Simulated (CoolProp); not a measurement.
Properties of chlorine along the isotherm -28.45 °C.

Computed with CoolProp (reference Helmholtz-energy equation of state, Thol 2021).

```json
[
 {"p (MPa)": "0.0363", "phase": "gas", "cp (kJ/(kg K))": "0.4705", "Joule-Thomson coefficient (K/MPa)": "48.01", "isothermal compressibility (1/MPa)": "27.79"},
 {"p (MPa)": "0.0564", "phase": "gas", "cp (kJ/(kg K))": "0.4746", "Joule-Thomson coefficient (K/MPa)": "48.11", "isothermal compressibility (1/MPa)": "17.98"},
 {"p (MPa)": "0.0879", "phase": "gas", "cp (kJ/(kg K))": "0.4814", "Joule-Thomson coefficient (K/MPa)": "48.27", "isothermal compressibility (1/MPa)": "11.63"},
 {"p (MPa)": "0.137", "phase": "liquid", "cp (kJ/(kg K))": "0.9426", "Joule-Thomson coefficient (K/MPa)": "-0.3840", "isothermal compressibility (1/MPa)": "0.001141"},
 {"p (MPa)": "0.213", "phase": "liquid", "cp (kJ/(kg K))": "0.9425", "Joule-Thomson coefficient (K/MPa)": "-0.3841", "isothermal compressibility (1/MPa)": "0.001140"},
 {"p (MPa)": "0.332", "phase": "liquid", "cp (kJ/(kg K))": "0.9423", "Joule-Thomson coefficient (K/MPa)": "-0.3844", "isothermal compressibility (1/MPa)": "0.001139"},
 {"p (MPa)": "0.517", "phase": "liquid", "cp (kJ/(kg K))": "0.9421", "Joule-Thomson coefficient (K/MPa)": "-0.3848", "isothermal compressibility (1/MPa)": "0.001137"},
 {"p (MPa)": "0.804", "phase": "liquid", "cp (kJ/(kg K))": "0.9417", "Joule-Thomson coefficient (K/MPa)": "-0.3854", "isothermal compressibility (1/MPa)": "0.001133"},
 {"p (MPa)": "1.25", "phase": "liquid", "cp (kJ/(kg K))": "0.9411", "Joule-Thomson coefficient (K/MPa)": "-0.3864", "isothermal compressibility (1/MPa)": "0.001128"},
 {"p (MPa)": "1.95", "phase": "liquid", "cp (kJ/(kg K))": "0.9401", "Joule-Thomson coefficient (K/MPa)": "-0.3879", "isothermal compressibility (1/MPa)": "0.001119"},
 {"p (MPa)": "3.04", "phase": "liquid", "cp (kJ/(kg K))": "0.9386", "Joule-Thomson coefficient (K/MPa)": "-0.3901", "isothermal compressibility (1/MPa)": "0.001106"},
 {"p (MPa)": "4.73", "phase": "liquid", "cp (kJ/(kg K))": "0.9365", "Joule-Thomson coefficient (K/MPa)": "-0.3935", "isothermal compressibility (1/MPa)": "0.001087"},
 {"p (MPa)": "7.36", "phase": "liquid", "cp (kJ/(kg K))": "0.9332", "Joule-Thomson coefficient (K/MPa)": "-0.3985", "isothermal compressibility (1/MPa)": "0.001058"},
 {"p (MPa)": "11.5", "phase": "liquid", "cp (kJ/(kg K))": "0.9285", "Joule-Thomson coefficient (K/MPa)": "-0.4058", "isothermal compressibility (1/MPa)": "0.001016"}
]
```
